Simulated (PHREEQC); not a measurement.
Solution A (0.0057 mol CdCl2, 0.03 mol CuCl2, 0.0038 mol H2SO4 and 0.16 mol Na2SO4 per kg of water) is mixed with solution B (0.001 mol MgCl2 and 7.2e-05 mol Na2CO3 per kg of water) at 25 °C; shares are by mass of water, 1 kg in all. Oxygen is held at 0.21 atm. CO2 from the air is kept out. The run lets Brucite, Nesquehonite, Cu(OH)2, Malachite, Brochantite, Antlerite, Atacamite, Cd(OH)2, Otavite, CdOHCl, Halite, Mirabilite, Epsomite, Chalcanthite, Nahcolite, Natron precipitate or redissolve, and no other solid.

The series has 11 steps of share of solution B, from 0 to 1.

Model: ion-association model, wateq4f.dat, run in PHREEQC.

Question: Between which two steps does the pH jump most, and from what to what?

Answer: Between share of solution B = 0.9 and 1: from 3.48 to 9.59.
